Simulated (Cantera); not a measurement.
An adiabatic, constant-pressure homogeneous reactor starts with 2.97 % CH₄, 0.217 % H₂, 6.07 % O₂, 72.5 % N₂, 17.5 % H₂O, 0.654 % C₂H₆, at 1800 K and 4.93 atm.

Model: GRI-Mech 3.0 (53 species, 325 reactions), integrated in Cantera.

One state of this run: T (K) = 2321; x CH₄ = <1e-12; x H₂ = 0.0276; x O₂ = 7.08e-5; x C₂H₄ = <1e-12; x N₂O = 3.14e-8; x C₂H = <1e-12. x: mole fraction; the columns are a selection and need not sum to one.

Task: Which value of t (s) does it belong to?
A. 1.00e-5
B. 9.69e-5
C. 0.0194
D. 0.000206

Result: C, 0.0194
